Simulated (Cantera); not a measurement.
A freely propagating, adiabatic, planar premixed flame of 27.8 % H2, 12.7 % O2, 59.5 % N2, equivalence ratio 1.1, unburnt at 300 K and 1.01 bar; mixture-averaged transport, grid criteria slope 0.08 and curve 0.16, no radiation.

Computed with Cantera and the H2/O2 subset of GRI-Mech 3.0, which has no nitrogen chemistry. Burning velocities carry a grid error of a few per cent, more on coarse grids.

### Question
Predict: laminar burning velocity; thermal thickness; peak x(OH); peak x(H2O2); peak x(H).

### Answer
```
Quantity                    Result
------------------------  --------
laminar burning velocity  194 cm/s
thermal thickness         0.353 mm
peak x(OH)                 0.00962
peak x(H2O2)              0.000115
peak x(H)                   0.0375
```
